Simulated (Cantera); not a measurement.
An adiabatic, constant-pressure homogeneous reactor starts with 11.0 % CH₃OH, 18.7 % O₂, 70.4 % N₂, equivalence ratio 0.88, at 1300 K and 4.90 bar.

Cantera simulation using GRI-Mech 3.0 (53 species, 325 reactions); the numbers are that mechanism's predictions, not measurements. GRI-Mech 3.0 was tuned for natural gas; its chemistry of methanol as a main component is partial and can be far from experiment.

One state of this run: T (K) = 2689; x CH₃OH = <1e-12; x O₂ = 0.0256; x C₂H₄ = <1e-12; x CH₂CO = <1e-12; x HO₂ = 9.51e-6. x: mole fraction; the columns are a selection and need not sum to one.

Q: Which value of t (s) does it belong to?
A. 0.000396
B. 1.02e-5
C. 0.600
D. 0.000117

A: C, 0.600
